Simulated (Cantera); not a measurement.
An isothermal, constant-pressure homogeneous reactor starts with C2H6 : N2 = 1 : 150 (molar parts), at 1000 K and 1200 Torr. Integrator tolerance rtol = 1e-08.

Cantera simulation using GRI-Mech 3.0 (53 species, 325 reactions); the numbers are that mechanism's predictions, not measurements. GRI-Mech 3.0 stops at C3 and has no aromatics, soot or wall deposition, so with more carbon than oxygen in the feed, carbon stays in small species such as C2H2 where larger ones or solid carbon would form.

Problem. What does this change do: C2H6 1 to 1.9 parts?

Solution. 
| quantity | before | after |
|---|---|---|
| x(C2H6) at 80.0 s | 0.000160 (gas-phase equilibrium 4.39e-6) | 0.000531 (gas-phase equilibrium 1.43e-5) |
| x(C2H) at 80.0 s | <1e-12 (gas-phase equilibrium <1e-12) | <1e-12 (gas-phase equilibrium <1e-12) |
| x(C2H2) at 80.0 s | 0.000839 (gas-phase equilibrium 0.000307) | 0.00101 (gas-phase equilibrium 0.000694) |
| x(H) at 80.0 s | 3.80e-9 (gas-phase equilibrium 8.11e-11) | 4.96e-9 (gas-phase equilibrium 8.88e-11) |
| x(C2H4) at 80.0 s | 0.00539 (gas-phase equilibrium 0.000507) | 0.0104 (gas-phase equilibrium 0.00137) |
| x(CH2) at 80.0 s | <1e-12 (gas-phase equilibrium <1e-12) | <1e-12 (gas-phase equilibrium <1e-12) |

Problem. What does this change do: N2 150 to 49 parts?

Solution. 
```
quantity                                              before                                     after
-----------------  -----------------------------------------  ----------------------------------------
x(C2H6) at 80.0 s   0.000160 (gas-phase equilibrium 4.39e-6)   0.00125 (gas-phase equilibrium 3.27e-5)
x(C2H) at 80.0 s       <1e-12 (gas-phase equilibrium <1e-12)     <1e-12 (gas-phase equilibrium <1e-12)
x(C2H2) at 80.0 s  0.000839 (gas-phase equilibrium 0.000307)   0.00110 (gas-phase equilibrium 0.00123)
x(H) at 80.0 s      3.80e-9 (gas-phase equilibrium 8.11e-11)  5.90e-9 (gas-phase equilibrium 9.47e-11)
x(C2H4) at 80.0 s   0.00539 (gas-phase equilibrium 0.000507)    0.0164 (gas-phase equilibrium 0.00277)
x(CH2) at 80.0 s       <1e-12 (gas-phase equilibrium <1e-12)     <1e-12 (gas-phase equilibrium <1e-12)
```
